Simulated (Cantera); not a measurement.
Thermodynamics of silicon epitaxy and polysilicon growth, feed SiH2Cl2 + Cl2 + H2

Input: 1 mol SiH2Cl2, 0.004 mol Cl2, 56 mol H2, at 1077 °C and 930 Pa.

These are equilibrium values from Cantera (NASA tables, ideal gas, pure condensed phases), not measurements of a reactor. Candidate condensed phases: Si; 19 gas species. The tables' values for SiCl3 are old estimates; treat these amounts as uncertain. Rates play no part.

| Item | Result |
|---|---|
| x(H2) | 0.968 |
| x(HCl) | 0.0294 |
| x(SiCl2) | 0.00251 |
| x(SiCl3) | 5.28e-5 |
| x(H) | 2.43e-5 |
| x(SiHCl3) | 1.05e-5 |
| x(SiCl4) | 5.55e-6 |
| x(SiH2Cl2) | 2.88e-6 |
| n(Si(s)) | 0.850 mol |
| gas amount | 58.00 mol |
